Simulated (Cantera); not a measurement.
Input: 1 mol B2O3, 2.1 mol F2, held at 1375 K and 105 Torr.

Method: chemical equilibrium by Gibbs-energy minimisation in Cantera with the NASA 1993 tables (ideal gas, pure condensed phases). Candidate condensed phases: B, B2O3; 21 gas species. The numbers say what is thermodynamically allowed, not how fast it happens.

Task: What is the equilibrium state?

Result: 
```
Item                                  Value
-------------------------------  ----------
x(BF3)                                0.461
x(O2)                                 0.411
x(B3O3F3)                            0.0664
x(BOF)                               0.0620
x(BOF2)                            0.000323
x(B2O3)                             9.39e-6
x(BO2)                              3.50e-6
x(O)                                1.09e-6
n(B2O3(l))                       0.0774 mol
gas amount                        2.556 mol
log10 activity of B(s) (absent)      -16.89
```
